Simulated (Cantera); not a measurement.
## Adiabatic ignition

An adiabatic, constant-volume homogeneous reactor starts with 38.7 % CO, 1.59 % H2, 12.6 % O2, 47.2 % N2, at 1300 K and 13500 Torr.

Model: GRI-Mech 3.0 (53 species, 325 reactions), integrated in Cantera. The hydrogen kinetics of GRI-Mech 3.0 are dated; newer H2 mechanisms differ, most at raised pressure. The pressure lies above the range GRI-Mech 3.0 was tuned for (to about 10 atm). Above 3000 K some thermodynamic fits are extrapolated.

```
t (s)     T (K)  P (bar)   x CO     x H2    x O2       x O     x HO2     x NO2   x H2O2
--------  -----  -------  -----  -------  ------  --------  --------  --------  -------
2.00e-6    1300     18.0  0.387   0.0159   0.126   3.67e-7   1.20e-6    <1e-12  3.02e-9
9.28e-6    1326     18.3  0.385   0.0150   0.124  0.000104  0.000261  3.86e-11  4.36e-5
4.31e-5    3185     39.5  0.206  0.00149  0.0121   0.00361   6.08e-6   6.76e-6  1.97e-7
0.000200   3176     39.4  0.206  0.00151  0.0113   0.00342   5.74e-6   8.31e-6  1.90e-7
0.000928   3176     39.4  0.206  0.00151  0.0113   0.00342   5.74e-6   8.31e-6  1.90e-7
0.00431    3176     39.4  0.206  0.00151  0.0113   0.00342   5.74e-6   8.31e-6  1.90e-7
0.0200     3176     39.4  0.206  0.00151  0.0113   0.00342   5.74e-6   8.31e-6  1.90e-7
0.0928     3176     39.4  0.206  0.00151  0.0113   0.00342   5.74e-6   8.31e-6  1.90e-7
0.431      3176     39.4  0.206  0.00151  0.0113   0.00342   5.74e-6   8.31e-6  1.90e-7
2.00       3176     39.4  0.206  0.00151  0.0113   0.00342   5.74e-6   8.31e-6  1.90e-7
```
x: mole fraction; the columns are a selection and need not sum to one.

- time of steepest temperature rise: 14.3 µs
- temperature at 2.00 s: 3176 K
- equilibrium temperature: 3176 K
- x(CO) at 2.00 s: 0.206 (gas-phase equilibrium 0.206)
- x(H2) at 2.00 s: 0.00151 (gas-phase equilibrium 0.00151)
- x(O2) at 2.00 s: 0.0113 (gas-phase equilibrium 0.0113)
